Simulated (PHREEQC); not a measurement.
PHREEQC input (Pitzer model, pitzer.dat):

```
SOLUTION 1
  temp 20
  units mol/kgw
  pH 7 charge
END
SELECTED_OUTPUT 1
  -reset false
  -pH true
  -pe true
  -ionic_strength true
  -water true
  -totals B K Na S
  -molalities H+ Na+ K+ SO4-2 B(OH)3 OH- HSO4- B(OH)4- B3O3(OH)4- B4O5(OH)4-2
  -equilibrium_phases Glaserite Arcanite Mirabilite Misenite Thenardite Borax Boric_acid,s KB5O8:4H2O K2B4O7:4H2O NaBO2:4H2O
    NaB5O8:5H2O
PRINT
  -reset false
USE solution 1
REACTION 1
  Na2B4O7 1
  0 0.01 0.02 0.03 0.04 0.05 0.06 0.07 0.08 0.09 0.1 0.11 0.12 moles
EQUILIBRIUM_PHASES 1
  Glaserite 0 30
  Arcanite 0 0
  Mirabilite 0 0
  Misenite 0 0
  Thenardite 0 0
  Borax 0 0
  Boric_acid,s 0 0
  KB5O8:4H2O 0 0
  K2B4O7:4H2O 0 0
  NaBO2:4H2O 0 0
  NaB5O8:5H2O 0 0
END
```

Selected output (columns that matter, 12 of 13 rows; Na2B4O7 added (mol) added in front):

```
Na2B4O7 added (mol)	pH	mu	B	K	Na	S	m_H+	m_Na+	m_K+	m_SO4-2	m_B(OH)3	m_OH-	Glaserite	Arcanite
0	7.526	4.0709	0	1.3489	1.365	1.357	5.3962e-08	1.365	1.3489	1.357	0	3.4923e-07	28.635	1.3731
0.01	9.0309	4.0894	0.04005	1.3582	1.3746	1.3564	1.6776e-09	1.3746	1.3582	1.3564	0.019265	1.1146e-05	28.647	1.3511
0.02	9.046	4.1074	0.080186	1.3667	1.3841	1.3554	1.6117e-09	1.3841	1.3667	1.3554	0.034422	1.1521e-05	28.659	1.3295
0.03	9.0618	4.1253	0.12039	1.3743	1.3934	1.3538	1.5465e-09	1.3934	1.3743	1.3538	0.045018	1.1933e-05	28.671	1.3084
0.04	9.0763	4.1436	0.16065	1.3813	1.4028	1.3519	1.4893e-09	1.4028	1.3813	1.3519	0.052643	1.2324e-05	28.683	1.2878
0.05	9.0893	4.1621	0.20095	1.388	1.4121	1.3498	1.4398e-09	1.4121	1.388	1.3498	0.058456	1.2683e-05	28.695	1.2674
0.07	9.1113	4.2002	0.28169	1.4007	1.4309	1.3453	1.3581e-09	1.4309	1.4007	1.3453	0.066957	1.3319e-05	28.718	1.2273
0.08	9.1209	4.2196	0.32213	1.4068	1.4403	1.3431	1.3237e-09	1.4403	1.4068	1.3431	0.070239	1.3605e-05	28.729	1.2074
0.09	9.1297	4.2392	0.3626	1.4129	1.4498	1.3407	1.2924e-09	1.4498	1.4129	1.3407	0.073091	1.3873e-05	28.741	1.1877
0.1	9.1379	4.259	0.40311	1.419	1.4593	1.3384	1.2638e-09	1.4593	1.419	1.3384	0.075611	1.4127e-05	28.752	1.1681
0.11	9.1456	4.279	0.44366	1.425	1.4689	1.336	1.2375e-09	1.4689	1.425	1.336	0.077866	1.4368e-05	28.763	1.1485
0.12	9.1527	4.2991	0.48425	1.431	1.4785	1.3337	1.213e-09	1.4785	1.431	1.3337	0.079907	1.4597e-05	28.775	1.129
```

In brines, pH and single-ion activities rest on the MacInnes convention.
